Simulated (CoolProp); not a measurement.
Saturation properties of ethylene (Tc = 282.4 K, pc = 5042 kPa, ω = 0.087).

Values from CoolProp's reference Helmholtz-energy equation of state, Smukala 2000.

```
T (K)     p (kPa)  liquid density (kg/m³)  vapour density (kg/m³)
-----  ----------  ----------------------  ----------------------
134.5       7.036                   615.3                  0.1773
145.1       18.46                   601.2                  0.4335
155.8       42.09                   586.7                  0.9280
166.4       84.72                   571.9                   1.770
177.1       156.2              (withheld)                   3.117
187.7       265.5                   540.6              (withheld)
198.4       426.3              (withheld)                   7.976
209         647.8                   506.2                   11.91
219.6       943.8                   487.4                   17.22
230.3        1332                   466.8                   24.42
240.9  (withheld)              (withheld)                   34.00
```

Problem. Some entries are withheld; supply them.

Solution. 
- 177.1, liquid density (kg/m³): 556.5
- 187.7, vapour density (kg/m³): 5.108
- 198.4, liquid density (kg/m³): 523.8
- 240.9, p (kPa): 1819
- 240.9, liquid density (kg/m³): 444.1

It boils at 169.4 K under 1 atm.
